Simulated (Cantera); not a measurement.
What does this Cantera script print?

```python
import numpy as np
import cantera as ct

gas = ct.Solution("gri30.yaml")
gas.TPX = 1423, 910, {'H2': 0.059, 'O2': 1}
reactor = ct.IdealGasConstPressureReactor(gas, energy="off", clone=False)
net = ct.ReactorNet([reactor])
net.rtol, net.atol = 1e-08, 1e-18
show = ['H2', 'O2', 'HO2', 'H', 'H2O', 'H2O2', 'OH']
times = np.geomspace(7e-05, 100, 11)

steps = ct.SolutionArray(gas, extra=["t"])
rows = []
print(f"{'t/s':>10s}{'T/K':>9s}{'P/Pa':>11s}" + "".join(f"{s:>11s}" for s in show))
for t in times:
    while net.time < t:
        t_next = net.step()
        steps.append(gas.state, t=t_next)
    rows.append([np.interp(t, steps.t, y) for y in (steps.T, steps.P, *steps(*show).X.T)])
    print(f"{t:10.3e}{rows[-1][0]:9.1f}{rows[-1][1]:11.4g}" + "".join(f"{x:11.3e}" for x in rows[-1][2:]))
rate = np.gradient(steps.T, steps.t)
print("integrator steps:", len(steps.t))
if steps.T.max() > steps.T[0] + 200:
    print(f"time of steepest temperature rise: {steps.t[rate.argmax()]:.4e} s")
gas.TPX = 1423, 910, {'H2': 0.059, 'O2': 1}
gas.equilibrate("TP")
print(f"equilibrium (TP): T = {gas.T:.1f} K  " + "  ".join(f"{s} {gas[s].X[0]:.3e}" for s in show))
```

Output:

```
       t/s      T/K       P/Pa         H2         O2        HO2          H        H2O       H2O2         OH
 7.000e-05   1423.0        910  5.571e-02  9.443e-01  8.035e-08  4.656e-08  2.140e-08  4.502e-11  5.086e-08
 2.888e-04   1423.0        910  5.571e-02  9.443e-01  3.310e-07  4.757e-07  1.197e-06  7.225e-10  8.930e-07
 1.191e-03   1423.0        910  4.699e-02  9.374e-01  1.107e-06  1.811e-03  6.142e-03  1.483e-08  3.354e-03
 4.916e-03   1423.0        910  1.021e-03  8.975e-01  1.327e-06  6.646e-03  4.800e-02  3.680e-08  6.813e-03
 2.028e-02   1423.0        910  9.426e-04  9.014e-01  1.297e-06  5.818e-03  4.876e-02  3.634e-08  6.560e-03
 8.367e-02   1423.0        910  6.857e-04  9.134e-01  1.168e-06  3.469e-03  5.109e-02  3.391e-08  5.632e-03
 3.452e-01   1423.0        910  2.384e-04  9.325e-01  7.309e-07  6.709e-04  5.473e-02  2.366e-08  3.355e-03
 1.424e+00   1423.0        910  2.982e-05  9.411e-01  1.998e-07  2.884e-05  5.662e-02  8.738e-09  1.192e-03
 5.875e+00   1423.0        910  2.870e-06  9.424e-01  5.611e-08  8.559e-07  5.711e-02  2.116e-09  3.704e-04
 2.424e+01   1423.0        910  5.076e-07  9.426e-01  7.151e-08  6.371e-08  5.723e-02  7.563e-10  1.559e-04
 1.000e+02   1423.0        910  3.977e-07  9.426e-01  7.837e-08  4.421e-08  5.724e-02  6.888e-10  1.380e-04
integrator steps: 1489
equilibrium (TP): T = 1423.0 K  H2 3.977e-07  O2 9.426e-01  HO2 7.837e-08  H 4.421e-08  H2O 5.724e-02  H2O2 6.888e-10  OH 1.380e-04
```

Detailed kinetics in Cantera: GRI-Mech 3.0 (53 species, 325 reactions). Radical loss at walls, strong at low pressure, is not modelled. The temperature is held fixed by assumption; the heat of reaction is taken as removed at once.
